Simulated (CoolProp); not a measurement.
A simple Rankine cycle with fluoroethane (R161): condensing at 305.15 K, boiler at 3.44 MPa, turbine inlet 395.5 K, turbine efficiency 0.7, pump efficiency 0.7, no recuperator. Each further row changes one setting.

Values from CoolProp's reference Helmholtz-energy equation of state, Wu 2012.

```csv
case,thermal efficiency (%),net work (kJ/kg),heat in (kJ/kg),turbine exit temperature (K),volume ratio over the turbine
as stated,8.4,36.0,426,344.5,3.12
turbine inlet 415.5 K,8.6,40.2,466,(withheld),3.07
condensing temperature 297.15 K,9.7,43.1,445,336.4,3.83
boiler pressure 2.41 MPa,6.2,(withheld),(withheld),363.5,2.14
turbine efficiency 0.6,7.1,30.2,426,348.2,3.17
```

Problem. Fill in the missing entries.

Solution. 
- turbine inlet 415.5 K, turbine exit temperature (K): 367.1
- boiler pressure 2.41 MPa, net work (kJ/kg): 27.9
- boiler pressure 2.41 MPa, heat in (kJ/kg): 448
